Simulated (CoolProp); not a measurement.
The numbers come from the reference Helmholtz-energy equation of state, Zhou 2016 in CoolProp.

### Question
Give the vapour pressure (bar), liquid cp (kJ/(kg K)), surface tension (mN/m) of saturated R245ca at 219.6, 340.2, 420.6 K.

### Answer
```tsv
T (K)	p (bar)	liquid cp (kJ/(kg K))	surface tension (mN/m)
219.6	0.0114	1.32	26.5
340.2	4.02	1.46	10.9
420.6	24.5	1.99	1.90
```

Surface tension comes from a separate correlation (Mulero 2012).
